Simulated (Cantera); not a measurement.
An isothermal, constant-pressure homogeneous reactor starts with 100 % N2O, at 1550 K and 0.0188 atm.

Cantera simulation using GRI-Mech 3.0 (53 species, 325 reactions); the numbers are that mechanism's predictions, not measurements. GRI-Mech 3.0 was tuned for natural gas; its chemistry of N2O as a main component is partial and can be far from experiment. Radical loss at walls, strong at low pressure, is not modelled. The temperature is held fixed by assumption; the heat of reaction is taken as removed at once.

Question: Predict: x(N2O) at 70.0 s; x(O2) at 70.0 s; x(NO2) at 70.0 s; x(O) at 70.0 s; x(N2) at 70.0 s; x(NO) at 70.0 s.

Answer: 
| Item | Value |
|---|---|
| x(N2O) at 70.0 s | 8.53e-6 (gas-phase equilibrium 1.38e-8) |
| x(O2) at 70.0 s | 0.244 (gas-phase equilibrium 0.332) |
| x(NO2) at 70.0 s | 0.000121 (gas-phase equilibrium 1.44e-6) |
| x(O) at 70.0 s | 2.86e-5 (gas-phase equilibrium 3.29e-5) |
| x(N2) at 70.0 s | 0.578 (gas-phase equilibrium 0.666) |
| x(NO) at 70.0 s | 0.178 (gas-phase equilibrium 0.00180) |
